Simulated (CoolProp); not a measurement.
Vapour-liquid equilibrium of R227EA (1) + isobutene (2) at 321.9 K; x and y are mole fractions of (1).

The numbers come from the multi-fluid Helmholtz-energy mixture model, Lemmon 2016 and Lemmon 2005; pair parameters Bell 2016 in CoolProp.

```
x     bubble pressure, mixture model (MPa)  bubble pressure, Raoult's law (MPa)  y, mixture model  y, Raoult's law
----  ------------------------------------  -----------------------------------  ----------------  ---------------
0.05                                0.6660                               0.6060             0.138            0.073
0.2                                 0.8106                               0.6504             0.358            0.273
0.35                                0.8868                               0.6948             0.475            0.447
0.5                                 0.9292                               0.7392             0.568            0.600
0.65                                0.9485                               0.7837             0.664            0.736
0.8                                 0.9434                               0.8281             0.780            0.857
0.95                                0.9073                               0.8725             0.936            0.966
```

The largest gap from Raoult's law is +27.6 % in bubble pressure, at x = 0.35. y crosses x between x = 0.65 and 0.8: the model has an azeotrope there.

Pair parameters are fitted to limited data, so mixtures are less certain than the pure fluids.
